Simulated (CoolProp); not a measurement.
Vapour-liquid equilibrium of propylene (1) + R152A (2) at 0.198 MPa; x and y are mole fractions of (1).

Computed with CoolProp (multi-fluid Helmholtz-energy mixture model, Lemmon 2013 and Outcalt 1996; pair parameters Bell 2016).

```tsv
x	bubble temperature, mixture model (°C)	bubble temperature, Raoult's law (°C)	y, mixture model	y, Raoult's law
0.05	-12.5	-9.4	0.200	0.110
0.2	-21.8	-14.1	0.520	0.378
0.35	-26.5	-18.3	0.657	0.574
0.5	-29.0	-22.0	0.731	0.720
0.65	-30.5	-25.3	0.787	0.830
0.8	-31.5	-28.2	0.849	0.915
0.95	-31.9	-30.9	0.948	0.981
```

The largest gap from Raoult's law is -8.2 K in bubble temperature, at x = 0.35. y crosses x between x = 0.8 and 0.95: the model has an azeotrope there.

Pair parameters are fitted to limited data, so mixtures are less certain than the pure fluids.
